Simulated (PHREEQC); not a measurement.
Make-up at 25 °C: 0.0042 mol/kgw HBr and 0.0033 mol/kgw CuSO4. Closed to the air; pH follows from the charge balance.

All values are PHREEQC results (ion-association model, wateq4f.dat), not measurements.

Each row changes one thing in this solution. This is a speciation only: nothing precipitates in the calculation.

```csv
case,pH,ionic strength (mol/kgw),SO4-2 (mol/kgw),HSO4- (mol/kgw)
as made,2.48,0.0143,0.00227,0.000516
CuSO4 replaced by CdSO4 at the same molality,2.48,0.0128,0.00222,0.000516
temperature from 25 to 20 °C,2.47,0.0144,0.00232,0.000478
HBr replaced by NaBr at the same molality,5.10,0.0150,0.00269,1.44e-6
HBr from 0.0042 to 0.0063 mol/kgw,2.30,0.0162,0.00212,0.000714
HBr from 0.0042 to 0.00462 mol/kgw,2.44,0.0147,0.00224,0.000558
HBr left out,5.10,0.0106,0.00266,1.51e-6
```

Some of these states are supersaturated (in Brochantite, Antlerite, for instance).
